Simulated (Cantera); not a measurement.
Mixture: H2 : O2 : N2 = 1 : 0.455 : 1.71 (molar parts), equivalence ratio 1.1, at 0.987 atm, adiabatic and at constant pressure. Ignition delay is the time to a rise of 400 K.

Cantera simulation using the H2/O2 subset of GRI-Mech 3.0, which has no nitrogen chemistry; the numbers are that mechanism's predictions, not measurements. Where the delays flatten at high temperature, the 400 K rule measures the pace of heat release, not the induction time.

Task: Predict: delay at 1225 K; delay at 1300 K; delay at 1375 K; delay at 1450 K; delay at 1525 K; delay at 1600 K.

Result: 
| Item | Result |
|---|---|
| delay at 1225 K | 41.8 µs |
| delay at 1300 K | 30.4 µs |
| delay at 1375 K | 23.7 µs |
| delay at 1450 K | 19.8 µs |
| delay at 1525 K | 17.5 µs |
| delay at 1600 K | 16.2 µs |
